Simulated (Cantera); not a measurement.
What does this Cantera script print?

```python
import numpy as np
import cantera as ct

gas = ct.Solution("gri30.yaml")


def delay(T, t_max=10):
    gas.TPX = T, 110000, {'C3H8': 1, 'O2': 5, 'N2': 15, 'CO2': 1.4}
    reactor = ct.IdealGasReactor(gas, clone=False)
    net = ct.ReactorNet([reactor])
    net.rtol, net.atol = 1e-8, 1e-16
    while net.time < t_max:
        t_old, T_old = net.time, reactor.T
        net.step()
        if reactor.T > T + 400:  # ignition: a rise of 400 K
            return t_old + (T + 400 - T_old) / (reactor.T - T_old) * (net.time - t_old)
    return np.nan


taus = []
for T in [1025, 1100, 1175, 1250, 1325, 1400]:
    taus.append(delay(T))
    print(f"T0 = {T:6g} K   tau = {taus[-1]:.4e} s")
```

It prints:

```
T0 =   1025 K   tau = 2.6965e-01 s
T0 =   1100 K   tau = 4.6856e-02 s
T0 =   1175 K   tau = 8.8283e-03 s
T0 =   1250 K   tau = 1.9721e-03 s
T0 =   1325 K   tau = 5.4608e-04 s
T0 =   1400 K   tau = 1.8841e-04 s
```

Detailed kinetics in Cantera: GRI-Mech 3.0 (53 species, 325 reactions). GRI-Mech 3.0 was tuned for natural gas; its chemistry of propane as a main component is partial and can be far from experiment.
